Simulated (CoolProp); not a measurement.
c-C4F8 (RC318) at 449.83 K and 0.307 MPa is throttled through a valve to 0.151 MPa with no heat exchange. Each further row changes one setting.

The numbers come from the reference Helmholtz-energy equation of state, Platzer 1990 in CoolProp. This equation is an older, rougher fit.

| case | temperature change (K) | final density (kg/m³) |
|---|---|---|
| as stated | -0.8 | 8.18 |
| outlet pressure 0.0453 MPa | -1.3 | 2.44 |
| outlet pressure 0.196 MPa | -0.6 | 10.6 |
